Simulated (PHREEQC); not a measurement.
Dissolve 0.27 mol/kgw ZnSO4 and 0.074 mol/kgw H2SO4 at 20 °C. Closed to the air; pH follows from the charge balance.

Model: ion-association model, phreeqc.dat, run in PHREEQC.

| Quantity | Value |
|---|---|
| pH | 1.33 |
| ionic strength | 0.603 mol/kgw |
| activity of water | 0.992 |
| density | 1.046 g/cm³ |
| total alkalinity | -148 meq/kg |

| species | molality | activity | log γ |
|---|---|---|---|
| Zn+2 | 0.139 | 0.0282 | -0.691 |
| ZnSO4 | 0.0873 | 0.100 | 0.060 |
| HSO4- | 0.0866 | 0.0643 | -0.130 |
| SO4-2 | 0.0819 | 0.0158 | -0.716 |
| H+ | 0.0614 | 0.0466 | -0.119 |
| Zn(SO4)2-2 | 0.0441 | 0.0134 | -0.518 |

Precipitation was switched off in this run. Complexes and solids missing from the database can't appear.
